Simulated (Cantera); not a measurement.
Feed: 1 mol C3H6, 0.013 mol O2, 0.41 mol H2, equilibrated at 4300 Pa.

Equilibrium computed with Cantera from the NASA thermochemical tables; the gas is ideal and each condensed phase is pure. Candidate condensed phases: C, C6H6, C7H8, C8H18, H2O; 110 gas species. Kinetics and transport are ignored.

Question: What share of the C ends up in condensed phases as a function of T (°C), at 302, 402, 502, 602, 702, 802, 902, 1002, 1102, 1202, 1302?

Answer: 
```csv
T (°C),C condensed (%),as
302,53.3,C(graphite)
402,73.8,C(graphite)
502,91.8,C(graphite)
602,97.3,C(graphite)
702,98.6,C(graphite)
802,98.9,C(graphite)
902,99.0,C(graphite)
1002,99.1,C(graphite)
1102,99.1,C(graphite)
1202,99.1,C(graphite)
1302,99.1,C(graphite)
```
